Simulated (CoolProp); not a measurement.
The fluid at 293.15 K and 6.2 MPa is compressed adiabatically to 23.6 MPa with isentropic efficiency 0.8. The same conditions are run with several fluids, on thermodynamics alone (safety and materials aside).

Computed with CoolProp (reference Helmholtz-energy equation of state of each fluid (nitrogen: Span 2000; dry air: Lemmon 2000; CF4 (R14): Platzer 1990; normal hydrogen: Leachman 2009; C2F6 (R116): Lemmon 2006)). The equations of Platzer and Polt are older, rougher fits. Blends and air are pseudo-pure fits.

| fluid | work (kJ/kg) | final temperature (K) | final density (kg/m³) |
|---|---|---|---|
| nitrogen | (withheld) | 465.5 | (withheld) |
| dry air | 178 | 464.8 | 160 |
| CF4 (R14) | (withheld) | (withheld) | 681 |
| normal hydrogen | 2630 | 465.3 | (withheld) |
| C2F6 (R116) | 18.1 | 313.1 | 1270 |

Question: Some entries are withheld; supply them.

Answer: 
- nitrogen, work (kJ/kg): 187
- nitrogen, final density (kg/m³): 153
- CF4 (R14), work (kJ/kg): 42.9
- CF4 (R14), final temperature (K): 372.0
- normal hydrogen, final density (kg/m³): 11.2
